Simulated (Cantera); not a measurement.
Feed: 1 mol PbO, 43 mol N2.

Method: chemical equilibrium by Gibbs-energy minimisation in Cantera with the NASA 1993 tables (ideal gas, pure condensed phases). Candidate condensed phases: Pb, PbO, PbO2, Pb3O4; 12 gas species. Rates play no part.

Stable condensed phases, one row left out:

```
T in °C \ P in Pa
              10      52     270    1400    7200   37000  190000 1000000
   1327        A       A       A       A       A       A       B       B
   1227        A       A       A       A       A       A       B       B
   1127        A       A       A       A       A       B       B       B
   1027        A       A       A       A       B       B       B       B
    927        A       A       A       B       B       B       B       B
    827        A       B       B       B       B       B       B       B
    627        B       B       B       B       B       B       B       B
    527        B       B       B       B       B       B       B       B
    427        B       B       B       B       B       B       B       B
    327        B       B       B       B       B       B       B       B
    227        B       B       B       B       B       B       B       B
```

A: gas only; B: PbO.

**Question.** Give the row for 727 °C.

**Answer.** 10: PbO; 52: PbO; 270: PbO; 1400: PbO; 7200: PbO; 37000: PbO; 190000: PbO; 1000000: PbO.
